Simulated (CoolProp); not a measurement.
Vapour-liquid equilibrium of CH2F2 (R32) (1) + dimethyl ether (2) at 223.4 K; x and y are mole fractions of (1).

Values from CoolProp's multi-fluid Helmholtz-energy mixture model, Tillner-Roth 1997 and Wu 2011; pair parameters Bell 2016.

Give the bubble pressure and the first vapour's composition at x = 0.275, 0.425, 0.65. Is there an azeotrope?

x = 0.275: 0.05209 MPa, y = 0.588; x = 0.425: 0.06541 MPa, y = 0.740; x = 0.65: 0.08441 MPa, y = 0.874. No azeotrope shows between x = 0.05 and 0.95.

The pair parameters rest on a limited set of measurements; away from them the model extrapolates. The gap from Raoult's law changes sign with composition, which may be real or a fault of the pair parameters; it wasn't checked against measurements.
